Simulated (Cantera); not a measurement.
An isothermal, constant-pressure homogeneous reactor starts with H2 : O2 : N2 = 0.021 : 1 : 0.8 (molar parts), equivalence ratio 0.011, at 975 K and 1330 Pa.

Model: the H2/O2 subset of GRI-Mech 3.0, which has no nitrogen chemistry, integrated in Cantera. Radical loss at walls, strong at low pressure, is not modelled.

x: mole fraction; the columns are a selection and need not sum to one.

| t (s) | x H2 | x O2 | x O | x H | x H2O2 |
|---|---|---|---|---|---|
| 4.00e-6 | 0.0115 | 0.549 | <1e-12 | <1e-12 | <1e-12 |
| 1.72e-5 | 0.0115 | 0.549 | <1e-12 | <1e-12 | <1e-12 |
| 7.39e-5 | 0.0115 | 0.549 | <1e-12 | 1.99e-12 | <1e-12 |
| 0.000317 | 0.0115 | 0.549 | 3.98e-12 | 6.52e-12 | <1e-12 |
| 0.00136 | 0.0115 | 0.549 | 5.29e-11 | 2.60e-11 | <1e-12 |
| 0.00586 | 0.0115 | 0.549 | 3.72e-9 | 1.21e-9 | <1e-12 |
| 0.0252 | 0.00518 | 0.545 | 0.00292 | 0.00163 | ___ |
| 0.108 | 4.14e-5 | 0.545 | 0.00174 | 0.000178 | ___ |
| 0.465 | 3.55e-6 | 0.546 | 0.000169 | 4.97e-6 | ___ |
| 2.00 | 2.11e-7 | 0.547 | 1.15e-5 | 8.96e-8 | ___ |

**Question.** Some entries are withheld; supply them.

**Answer.** 
- 0.0252, x H2O2: 1.29e-7
- 0.108, x H2O2: 2.08e-8
- 0.465, x H2O2: 1.56e-8
- 2.00, x H2O2: 7.20e-9
